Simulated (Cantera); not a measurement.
## Moist CO burnout

An isothermal, constant-pressure homogeneous reactor starts with 1.06 % CO, 1.93 % O₂, 0.271 % H₂O, 96.7 % N₂, equivalence ratio 0.27, at 1348 K and 1.70 bar.

Model: GRI-Mech 3.0 (53 species, 325 reactions), integrated in Cantera.

```tsv
t (s)	x CO	x O₂	x H₂O	x NO₂	x CO₂	x NO	x N₂O
1.00e-6	0.0106	0.0193	0.00271	<1e-12	1.39e-10	<1e-12	<1e-12
5.66e-6	0.0106	0.0193	0.00271	<1e-12	7.89e-10	<1e-12	<1e-12
3.21e-5	0.0106	0.0193	0.00271	<1e-12	4.62e-9	<1e-12	<1e-12
0.000182	0.0106	0.0193	0.00271	<1e-12	4.45e-8	<1e-12	5.94e-12
0.00103	0.0106	0.0193	0.00270	<1e-12	4.89e-5	2.81e-11	8.29e-9
0.00583	0.00135	0.0147	0.00266	4.38e-9	0.00934	8.48e-7	1.36e-6
0.0330	4.69e-5	0.0141	0.00271	1.80e-8	0.0107	1.06e-6	1.67e-6
0.187	8.93e-7	0.0141	0.00272	9.16e-9	0.0107	1.10e-6	7.85e-7
1.06	3.26e-8	0.0141	0.00272	3.52e-9	0.0107	1.11e-6	2.25e-8
6.00	2.69e-8	0.0141	0.00272	3.36e-9	0.0107	1.11e-6	1.45e-8
```
x: mole fraction; the columns are a selection and need not sum to one.

Equilibrium at this temperature and pressure: CO 2.69e-8, O₂ 0.0140, H₂O 0.00272, NO₂ 4.66e-7, CO₂ 0.0107, NO 0.000154, N₂O 1.45e-8 (gas phase only).
